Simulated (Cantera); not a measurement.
What does this Cantera script print?

```python
import numpy as np
import cantera as ct

gas_names = """
    H HO2 H2 H2O H2O2 Hg O OH O2 O3
""".split()
cond_names = """
    H2O(s) H2O(L) Hg(cr) Hg(L) HgO(s)
""".split()


# ... load() reads the species with a 1 bar reference pressure and builds the phases ...
atoms = {
    'Hg': {'Hg': 1},
    'O2': {'O': 2},
    'H2': {'H': 2},
}
top_T = {}  # K; cautious upper limits of use, not melting points


# ... equilibrate(T, P, feed) seeds the gas with the atoms and calls Mixture.equilibrate('TP', solver="vcs", rtol=1e-11, max_steps=5000) ...
results = []
T = 923.15  # K
P = 8800  # Pa
for m in [11, 13, 16, 19, 23, 27, 33, 39, 47, 56, 67, 80]:
    feed = {'Hg': 1, 'O2': 0.032, 'H2': m}  # mol
    mix = equilibrate(T, P, feed)
    results.append((T, P, feed, dict(zip(mix.species_names, mix.species_moles))))
    x = sorted(zip(gas.X, gas.species_names), reverse=True)
    print(f"T = {T:g} K  P = {P:g} Pa  n(H2) = {m:g} mol  gas = {mix.phase_moles(0):.4g} mol")
    print("   x: " + "  ".join(f"{s} {v:.3e}" for v, s in x if v > 0.001))
    print("   condensed (mol): " + ("  ".join(f"{mix.phase(i).name} {mix.phase_moles(i):.4g}"
          for i in range(1, mix.n_phases) if mix.phase_moles(i) > 1e-12) or "none"))
```

Output:

```
T = 923.15 K  P = 8800 Pa  n(H2) = 11 mol  gas = 12 mol
   x: H2 9.113e-01  Hg 8.333e-02  H2O 5.333e-03
   condensed (mol): none
T = 923.15 K  P = 8800 Pa  n(H2) = 13 mol  gas = 14 mol
   x: H2 9.240e-01  Hg 7.143e-02  H2O 4.571e-03
   condensed (mol): none
T = 923.15 K  P = 8800 Pa  n(H2) = 16 mol  gas = 17 mol
   x: H2 9.374e-01  Hg 5.882e-02  H2O 3.765e-03
   condensed (mol): none
T = 923.15 K  P = 8800 Pa  n(H2) = 19 mol  gas = 20 mol
   x: H2 9.468e-01  Hg 5.000e-02  H2O 3.200e-03
   condensed (mol): none
T = 923.15 K  P = 8800 Pa  n(H2) = 23 mol  gas = 24 mol
   x: H2 9.557e-01  Hg 4.167e-02  H2O 2.667e-03
   condensed (mol): none
T = 923.15 K  P = 8800 Pa  n(H2) = 27 mol  gas = 28 mol
   x: H2 9.620e-01  Hg 3.571e-02  H2O 2.286e-03
   condensed (mol): none
T = 923.15 K  P = 8800 Pa  n(H2) = 33 mol  gas = 34 mol
   x: H2 9.687e-01  Hg 2.941e-02  H2O 1.882e-03
   condensed (mol): none
T = 923.15 K  P = 8800 Pa  n(H2) = 39 mol  gas = 40 mol
   x: H2 9.734e-01  Hg 2.500e-02  H2O 1.600e-03
   condensed (mol): none
T = 923.15 K  P = 8800 Pa  n(H2) = 47 mol  gas = 48 mol
   x: H2 9.778e-01  Hg 2.083e-02  H2O 1.333e-03
   condensed (mol): none
T = 923.15 K  P = 8800 Pa  n(H2) = 56 mol  gas = 57 mol
   x: H2 9.813e-01  Hg 1.754e-02  H2O 1.123e-03
   condensed (mol): none
T = 923.15 K  P = 8800 Pa  n(H2) = 67 mol  gas = 68 mol
   x: H2 9.844e-01  Hg 1.471e-02
   condensed (mol): none
T = 923.15 K  P = 8800 Pa  n(H2) = 80 mol  gas = 81 mol
   x: H2 9.869e-01  Hg 1.235e-02
   condensed (mol): none
```

Method: chemical equilibrium by Gibbs-energy minimisation in Cantera with the NASA 1993 tables (ideal gas, pure condensed phases).
